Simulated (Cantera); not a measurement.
Charge: 1 mol CH3Cl, 0.5 mol HCl.

These are equilibrium values from Cantera (NASA tables, ideal gas, pure condensed phases), not measurements of a reactor. Candidate condensed phases: C, C6H6, C7H8, C8H18; 91 gas species. The numbers say what is thermodynamically allowed, not how fast it happens.

**Question.** What condenses at these points (T in K, P in Pa): (2923, 1); (2323, 3700); (2923, 19000); (2473, 1); (2473, 720)?

**Answer.** 
| T (K) | P in Pa | condensed phases | C condensed (%) |
|---|---|---|---|
| 2923 | 1 | gas only | 0.0 |
| 2323 | 3700 | C | 99.0 |
| 2923 | 19000 | C | 88.9 |
| 2473 | 1 | C | 39.8 |
| 2473 | 720 | C | 98.0 |
